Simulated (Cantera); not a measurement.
An adiabatic, constant-pressure homogeneous reactor starts with CH4 : O2 : N2 = 1 : 4.76 : 17.9 (molar parts), equivalence ratio 0.42, at 1575 K and 5.63 atm. Integrator tolerance rtol = 1e-08.

Computed with Cantera and GRI-Mech 3.0 (53 species, 325 reactions).

What does this change do: initial temperature 1575 to 1198 K?


| quantity | before | after |
|---|---|---|
| time of steepest temperature rise | 0.116 ms | 6.01 ms |
| temperature at 7.00 s | 2390 K | 2078 K |
| equilibrium temperature | 2390 K | 2078 K |
| x(CH4) at 7.00 s | <1e-12 (gas-phase equilibrium <1e-12) | <1e-12 (gas-phase equilibrium <1e-12) |
| x(O2) at 7.00 s | 0.109 (gas-phase equilibrium 0.109) | 0.113 (gas-phase equilibrium 0.113) |
| x(O) at 7.00 s | 0.00114 (gas-phase equilibrium 0.00114) | 0.000169 (gas-phase equilibrium 0.000169) |
| x(CO) at 7.00 s | 0.00105 (gas-phase equilibrium 0.00105) | 0.000131 (gas-phase equilibrium 0.000131) |
| x(OH) at 7.00 s | 0.00501 (gas-phase equilibrium 0.00501) | 0.00150 (gas-phase equilibrium 0.00150) |
| x(CH2O) at 7.00 s | <1e-12 (gas-phase equilibrium <1e-12) | <1e-12 (gas-phase equilibrium <1e-12) |

What does this change do: initial temperature 1575 to 1248 K?


| quantity | before | after |
|---|---|---|
| time of steepest temperature rise | 0.116 ms | 3.21 ms |
| temperature at 7.00 s | 2390 K | 2121 K |
| equilibrium temperature | 2390 K | 2121 K |
| x(CH4) at 7.00 s | <1e-12 (gas-phase equilibrium <1e-12) | <1e-12 (gas-phase equilibrium <1e-12) |
| x(O2) at 7.00 s | 0.109 (gas-phase equilibrium 0.109) | 0.112 (gas-phase equilibrium 0.112) |
| x(O) at 7.00 s | 0.00114 (gas-phase equilibrium 0.00114) | 0.000227 (gas-phase equilibrium 0.000227) |
| x(CO) at 7.00 s | 0.00105 (gas-phase equilibrium 0.00105) | 0.000181 (gas-phase equilibrium 0.000181) |
| x(OH) at 7.00 s | 0.00501 (gas-phase equilibrium 0.00501) | 0.00181 (gas-phase equilibrium 0.00181) |
| x(CH2O) at 7.00 s | <1e-12 (gas-phase equilibrium <1e-12) | <1e-12 (gas-phase equilibrium <1e-12) |
